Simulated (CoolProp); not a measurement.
Sulfur hexafluoride at several states: Z from the reference equation and from simpler models built on Tc = 45.6 °C, pc = 3755 kPa, ω = 0.210; each cubic takes its own stable root.

Values from CoolProp's reference Helmholtz-energy equation of state, Guder 2009.

```json
[
 {"T (°C)": "79.65", "p (kPa)": "1710", "phase": "gas", "reference": "…", "Pitzer virial": "…", "Redlich-Kwong": "…", "Peng-Robinson": "…"},
 {"T (°C)": "129.15", "p (kPa)": "2350", "phase": "gas", "reference": "…", "Pitzer virial": "…", "Redlich-Kwong": "…", "Peng-Robinson": "…"},
 {"T (°C)": "217.65", "p (kPa)": "63.7", "phase": "gas", "reference": "0.9989", "Pitzer virial": "0.9988", "Redlich-Kwong": "0.9985", "Peng-Robinson": "0.9986"}
]
```

### Question
Some entries are withheld; supply them.

### Answer

- 79.65, reference: 0.8841
- 79.65, Pitzer virial: 0.8889
- 79.65, Redlich-Kwong: 0.8769
- 79.65, Peng-Robinson: 0.8686
- 129.15, reference: 0.9042
- 129.15, Pitzer virial: 0.9047
- 129.15, Redlich-Kwong: 0.8906
- 129.15, Peng-Robinson: 0.8894
